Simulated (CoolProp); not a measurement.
A simple Rankine cycle with dimethyl carbonate: condensing at 331.15 K, boiler at 0.853 MPa, turbine inlet 598.6 K, turbine efficiency 0.9, pump efficiency 0.7, no recuperator. Each further row changes one setting.

The numbers come from the reference Helmholtz-energy equation of state, Zhou 2011 in CoolProp.

```tsv
case	thermal efficiency (%)	net work (kJ/kg)	heat in (kJ/kg)	turbine exit temperature (K)	volume ratio over the turbine
as stated	17.9	146	812	511.4	23.6
condensing temperature 323.15 K	19.2	159	827	503.3	32.3
boiler pressure 0.597 MPa	16.2	132	815	521.2	16.6
turbine efficiency 0.8	15.9	129	812	520.9	24.1
```
